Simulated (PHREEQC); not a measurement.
Dissolve 0.033 mol KOH, 0.00023 mol H3BO3 and 0.0017 mol K3PO4 per kg of water at 86 °C. Closed to the air; pH follows from the charge balance.

Model: ion-association model, phreeqc.dat, run in PHREEQC.

This is a speciation only: nothing precipitates in the calculation.

Q: Order these P species by the share of P that they hold, largest first: KHPO4-, PO4-3, HPO4-2.

A: HPO4-2 (75 %), PO4-3 (23 %), KHPO4- (2.4 %)

The pH is 10.91 and the ionic strength 0.0405 mol/kgw. Species that the database lacks are ignored. Constants without temperature data keep their 25 °C values here.
